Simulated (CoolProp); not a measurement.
Model: reference Helmholtz-energy equation of state, Bücker 2006, in CoolProp.

**Question.** For isobutane, give the phase and the Z, cv (kJ/(kg K)), Joule-Thomson coefficient (K/MPa), isothermal compressibility (1/MPa) at 141.25 °C and 35 bar; 141.25 °C and 70 bar; 141.25 °C and 350 bar.

**Answer.** 
- 141.25 °C and 35 bar: gas; Z 0.545, cv 2.28, Joule-Thomson coefficient 15.4, isothermal compressibility 0.748
- 141.25 °C and 70 bar: supercritical; Z 0.307, cv 2.21, Joule-Thomson coefficient 1.27, isothermal compressibility 0.0361
- 141.25 °C and 350 bar: supercritical; Z 1.17, cv 2.19, Joule-Thomson coefficient -0.230, isothermal compressibility 0.00399
